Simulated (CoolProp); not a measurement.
Properties of sulfur hexafluoride along the isobar 59.6 bar.

The numbers come from the reference Helmholtz-energy equation of state, Guder 2009 in CoolProp.

```json
[
 {"T (°C)": "32.05", "phase": "liquid", "cp (kJ/(kg K))": "1.140", "speed of sound (m/s)": "250.8", "conductivity (mW/(m K))": "56.4", "Prandtl number": "2.61", "fugacity coefficient": "0.3826"},
 {"T (°C)": "59.75", "phase": "supercritical", "cp (kJ/(kg K))": "1.747", "speed of sound (m/s)": "129.0", "conductivity (mW/(m K))": "44.8", "Prandtl number": "2.61", "fugacity coefficient": "0.5516"},
 {"T (°C)": "87.45", "phase": "supercritical", "cp (kJ/(kg K))": "1.335", "speed of sound (m/s)": "105.7", "conductivity (mW/(m K))": "30.4", "Prandtl number": "1.34", "fugacity coefficient": "0.6762"},
 {"T (°C)": "115.15", "phase": "supercritical", "cp (kJ/(kg K))": "1.035", "speed of sound (m/s)": "123.4", "conductivity (mW/(m K))": "27.6", "Prandtl number": "1.01", "fugacity coefficient": "0.7539"},
 {"T (°C)": "142.85", "phase": "supercritical", "cp (kJ/(kg K))": "0.9663", "speed of sound (m/s)": "137.2", "conductivity (mW/(m K))": "28.0", "Prandtl number": "0.908", "fugacity coefficient": "0.8101"},
 {"T (°C)": "170.55", "phase": "supercritical", "cp (kJ/(kg K))": "0.9458", "speed of sound (m/s)": "148.3", "conductivity (mW/(m K))": "29.4", "Prandtl number": "0.850", "fugacity coefficient": "0.8528"},
 {"T (°C)": "198.25", "phase": "supercritical", "cp (kJ/(kg K))": "0.9416", "speed of sound (m/s)": "157.7", "conductivity (mW/(m K))": "31.1", "Prandtl number": "0.812", "fugacity coefficient": "0.8861"},
 {"T (°C)": "225.95", "phase": "supercritical", "cp (kJ/(kg K))": "0.9440", "speed of sound (m/s)": "166.0", "conductivity (mW/(m K))": "33.1", "Prandtl number": "0.782", "fugacity coefficient": "0.9123"},
 {"T (°C)": "253.65", "phase": "supercritical", "cp (kJ/(kg K))": "0.9492", "speed of sound (m/s)": "173.5", "conductivity (mW/(m K))": "35.3", "Prandtl number": "0.756", "fugacity coefficient": "0.9334"},
 {"T (°C)": "281.45", "phase": "supercritical", "cp (kJ/(kg K))": "0.9557", "speed of sound (m/s)": "180.3", "conductivity (mW/(m K))": "37.4", "Prandtl number": "0.736", "fugacity coefficient": "0.9504"},
 {"T (°C)": "309.15", "phase": "supercritical", "cp (kJ/(kg K))": "0.9625", "speed of sound (m/s)": "186.6", "conductivity (mW/(m K))": "39.4", "Prandtl number": "0.722", "fugacity coefficient": "0.9642"}
]
```

The peak of cp marks the crossing from liquid-like to gas-like fluid above the critical point.

Viscosity comes from a separate model (Quiñones-Cisneros 2012). Thermal conductivity comes from a separate model (Assael 2012).
